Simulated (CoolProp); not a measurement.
Properties of isopentane at several states.

The numbers come from the reference Helmholtz-energy equation of state, Lemmon 2006 in CoolProp. It is a short technical equation, of lower accuracy than the large ones.

| T (K) | p (MPa) | phase | density (kg/m³) | cv (kJ/(kg K)) | speed of sound (m/s) | conductivity (mW/(m K)) |
|---|---|---|---|---|---|---|
| 277.5 | 0.0121 | gas | 0.3809 | 1.438 | 184.8 | 12.3 |
| 409.2 | 0.546 | gas | 12.69 | 2.076 | 205.4 | 28.0 |
| 467.6 | 0.284 | gas | 5.422 | 2.302 | 231.9 | 37.0 |
| 318.3 | 0.0387 | gas | 1.069 | 1.635 | 195.9 | 16.6 |
| 347.1 | 4.71 | liquid | 571.2 | 1.907 | 788.4 | 91.0 |
| 218.2 | 0.0759 | liquid | 690.9 | 1.405 | 1361 | 130 |

Thermal conductivity comes from a separate model (Vassiliou 2015).
